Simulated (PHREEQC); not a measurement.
0.02 g of hydrous ferric oxide (600 m²/g; 0.2 weak and 0.005 strong sites per Fe, Dzombak-Morel constants, diffuse double layer) in 1 kg of water with 0.3 mol/kgw of an inert sodium salt and 0.00016 mmol/kgw Na2HAsO4, at 25 °C; the pH is set by adding NaOH or the inert anion's acid. Oxygen is held at 0.21 atm. CO2 from the air is kept out. Precipitation was switched off in this run.

The series has 17 steps of pH, from 3 to 11.

All values are PHREEQC results (ion-association model, wateq4f.dat), not measurements.

**Question.** Near which pH is half of the As sorbed, and on which side is more sorbed?

**Answer.** Near pH 9.9, with more sorbed at lower pH.

The oxide is taken as insoluble; below pH 4 it would dissolve.
